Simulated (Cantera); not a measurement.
Charge: 1 mol Ta, 1.5 mol CO2, equilibrated at 675 °C and 6.30 bar.

Equilibrium computed with Cantera from the NASA thermochemical tables; the gas is ideal and each condensed phase is pure. Candidate condensed phases: C, Ta, TaC, Ta2O5; 15 gas species. Rates play no part.

Base state: CO2 0.741, CO 0.259 (mole fractions); condensed: C(graphite) + Ta2O5(s).

Q: What changes in the equilibrium state with this change: temperature from 675 °C to 1002 °C?

A: 
```csv
species,before,after
CO,0.259,0.959
CO2,0.741,0.0406
"C(graphite), mol",1.21,1.02
"Ta2O5(s), mol",0.500,0.500
```
